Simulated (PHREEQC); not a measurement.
0.16 g of hydrous ferric oxide (600 m²/g; 0.2 weak and 0.005 strong sites per Fe, Dzombak-Morel constants, diffuse double layer) in 1 kg of water with 0.001 mol/kgw of an inert sodium salt and 8e-06 mol/kgw MgCl2 and 0.00025 mol/kgw ZnSO4, at 25 °C; the pH is set by adding NaOH or the inert anion's acid. Oxygen is held at 0.21 atm. CO2 from the air is kept out. No solid was allowed to form.

Computed with PHREEQC (ion-association model, wateq4f.dat).

**Question.** Predict S sorbed (%), Zn sorbed (%) at pH = 5, 6.33, 8.33, 9.

**Answer.** 
```json
[
 {"pH": "5", "S sorbed (%)": "54.0", "Zn sorbed (%)": "1.7"},
 {"pH": "6.33", "S sorbed (%)": "25.0", "Zn sorbed (%)": "17.4"},
 {"pH": "8.33", "S sorbed (%)": "4.6", "Zn sorbed (%)": "70.7"},
 {"pH": "9", "S sorbed (%)": "0.5", "Zn sorbed (%)": "70.4"}
]
```

Along this series the solution becomes supersaturated in solids that the run did not let form, among them Zn(OH)2-e, Zn4(OH)6SO4. The oxide is taken as insoluble; below pH 4 it would dissolve.
